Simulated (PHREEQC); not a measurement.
Make-up at 82 °C: 0.013 mol/kgw H2SO4, 0.25 mol/kgw ZnSO4 and 0.00027 mol/kgw Na2SO4. Closed to the air; pH follows from the charge balance.

Computed with PHREEQC (ion-association model, phreeqc.dat).

Each row changes one thing in this solution. Precipitation was switched off in this run.

```tsv
case	pH	ionic strength (mol/kgw)	SO4-2 (mol/kgw)	HSO4- (mol/kgw)	Na+ (mol/kgw)	NaSO4- (mol/kgw)
as made	2.57	0.480	0.0785	0.0224	0.000492	4.78e-5
ZnSO4 replaced by FeSO4 at the same molality	2.75	[?]	0.0887	0.0187	0.000482	5.78e-5
diluted 5-fold with water	3.01	0.105	0.0223	0.00399	0.000103	[?]
0.035 mol/kgw NaHSO4 added	2.20	0.527	0.0826	0.0526	0.0323	0.00319
ZnSO4 replaced by CdSO4 at the same molality	2.48	0.429	0.0588	0.0216	0.000502	3.81e-5
temperature from 82 to 65 °C	2.41	0.479	0.0768	0.0208	0.000494	4.59e-5
ZnSO4 from 0.25 to 0.05 mol/kgw	2.27	0.115	0.0202	0.0193	0.000518	2.23e-5
```

Q: Fill in the missing entries.

A: 
- ZnSO4 replaced by FeSO4 at the same molality, ionic strength (mol/kgw): 0.379
- diluted 5-fold with water, NaSO4- (mol/kgw): 5.06e-6

Constants without temperature data keep their 25 °C values here.
